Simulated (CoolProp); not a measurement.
Model: reference Helmholtz-energy equation of state, Zhou 2011, in CoolProp.

Question: Give the vapour pressure (MPa), liquid density (kg/m³), vapour density (kg/m³), surface tension (mN/m) of saturated dimethyl carbonate at 173.75, 219.45, 249.85 °C.

Answer: 
| T (°C) | p (MPa) | liquid density (kg/m³) | vapour density (kg/m³) | surface tension (mN/m) |
|---|---|---|---|---|
| 173.75 | 0.825 | 843 | 23.0 | 8.67 |
| 219.45 | 1.87 | 752 | 54.5 | 4.11 |
| 249.85 | 3.00 | 670 | 97.5 | 1.69 |

Surface tension comes from a separate correlation (Mulero 2014).
